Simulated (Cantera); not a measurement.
An adiabatic, constant-pressure homogeneous reactor starts with 3.46 % CH4, 1.04 % CO, 20.1 % O2, 75.4 % N2, equivalence ratio 0.37, at 1675 K and 5.50 bar.

Computed with Cantera and GRI-Mech 3.0 (53 species, 325 reactions).

**Question.** Predict: time of steepest temperature rise; temperature at 4.00 s; equilibrium temperature; x(CO) at 4.00 s; x(O2) at 4.00 s; x(O) at 4.00 s.

**Answer.** 
- time of steepest temperature rise = 53.3 µs
- temperature at 4.00 s = 2406 K
- equilibrium temperature = 2406 K
- x(CO) at 4.00 s = 0.00120 (gas-phase equilibrium 0.00120)
- x(O2) at 4.00 s = 0.119 (gas-phase equilibrium 0.119)
- x(O) at 4.00 s = 0.00132 (gas-phase equilibrium 0.00132)
